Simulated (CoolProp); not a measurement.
2000 sccm (0 °C, 1 atm) of nitrogen bubbles through liquid n-nonane at 329.7 K and leaves saturated at a total pressure of 0.069 MPa (ideal gas phase). Each further row changes one setting.

Model: reference Helmholtz-energy equation of state, Lemmon 2006, in CoolProp. It is a short technical equation, of lower accuracy than the large ones.

```tsv
case	vapour pressure (kPa)	mole fraction of vapour	delivery (mg/min)	delivery (sccm)	change of delivery for a bath 1 K warmer (%)
as stated	3.37	0.0488	587	103	…
bath temperature 334.7 K	4.28	0.0621	…	…	5.2
total pressure 0.138 MPa	3.37	…	…	50.0	5.2
```

**Question.** Complete the blanks.

**Answer.** 
- as stated, change of delivery for a bath 1 K warmer (%): 5.3
- bath temperature 334.7 K, delivery (mg/min): 757
- bath temperature 334.7 K, delivery (sccm): 132
- total pressure 0.138 MPa, mole fraction of vapour: 0.0244
- total pressure 0.138 MPa, delivery (mg/min): 286
